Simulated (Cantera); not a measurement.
Input (Python, Cantera) and output of one run.

```python
import numpy as np
import cantera as ct

gas_names = [...]  # 131 gases of nasa_gas.yaml made of C, H, O
cond_names = """
    C(gr) C6H6(L) C7H8(L) C8H18(L),n-octa H2O(s) H2O(L)
""".split()


# ... load() reads the species with a 1 bar reference pressure and builds the phases ...
atoms = {
    'C3H8': {'C': 3, 'H': 8},
    'CO2': {'C': 1, 'O': 2},
}
top_T = {'C(gr)': 4500}  # K; cautious upper limits of use, not melting points


# ... equilibrate(T, P, feed) seeds the gas with the atoms and calls Mixture.equilibrate('TP', solver="vcs", rtol=1e-11, max_steps=5000) ...
results = []
feed = {'C3H8': 1, 'CO2': 0.46}  # mol
P = 100000  # Pa
for T in [3000, 3250, 3500, 3750, 4000, 4250, 4500, 4750, 5000]:
    mix = equilibrate(T, P, feed)
    results.append((T, P, feed, dict(zip(mix.species_names, mix.species_moles))))

top = {s: max(r[3][s] / sum(r[3][g] for g in gas_names) for r in results) for s in gas_names}
cols = sorted((s for s in top if top[s] > 1e-05), key=lambda s: -top[s])[:6]
seen = [c for c in cond_names if any(r[3].get(c, 0) > 1e-12 for r in results)]
print("log10 of partial pressures in bar; condensed amounts in mol")
print(f"{'T/K':>10s}" + "".join(f"{s[:9]:>10s}" for s in cols + seen))
for T, P, feed, n in results:
    ng = sum(n[g] for g in gas_names)
    print(f"{T:10.4g}" + "".join(f"{np.log10(max(n[s] / ng * P / 1e5, 1e-99)):10.3f}" for s in cols)
          + "".join(f"{n.get(c, 0):10.4g}" for c in seen))
```

Output:

```
log10 of partial pressures in bar; condensed amounts in mol
       T/K         H        H2        CO         C C2H2,acet        C3     C(gr)
      3000    -0.894    -0.185    -0.757    -4.295    -1.391    -3.506     2.066
      3250    -0.634    -0.280    -0.786    -3.342    -1.196    -2.441     1.592
      3500    -0.453    -0.448    -0.839    -2.527    -1.117    -1.534    0.3655
      3750    -0.309    -0.620    -0.905    -2.001    -1.433    -1.290         0
      4000    -0.215    -0.835    -0.960    -1.608    -1.908    -1.280         0
      4250    -0.168    -1.096    -1.002    -1.293    -2.461    -1.367         0
      4500    -0.151    -1.379    -1.034    -1.047    -3.070    -1.547         0
      4750    -0.149    -1.659    -1.059    -0.872    -3.733    -1.843         0
      5000    -0.152    -1.921    -1.076    -0.766    -4.440    -2.263         0
```

These are equilibrium values from Cantera (NASA tables, ideal gas, pure condensed phases), not measurements of a reactor.
